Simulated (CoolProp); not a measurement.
Model: reference Helmholtz-energy equation of state, Lemmon 2006, in CoolProp. It is a short technical equation, of lower accuracy than the large ones.

Give the vapour pressure (MPa), liquid cp (kJ/(kg K)), vapour Z, surface tension (mN/m) of saturated toluene at 484.1, 516.5, 532.6 K.


| T (K) | p (MPa) | liquid cp (kJ/(kg K)) | vapour Z | surface tension (mN/m) |
|---|---|---|---|---|
| 484.1 | 0.907 | 2.44 | 0.813 | 7.64 |
| 516.5 | 1.52 | 2.64 | 0.729 | 4.81 |
| 532.6 | 1.91 | 2.79 | 0.678 | 3.53 |

Surface tension comes from a separate correlation (Mulero 2012).
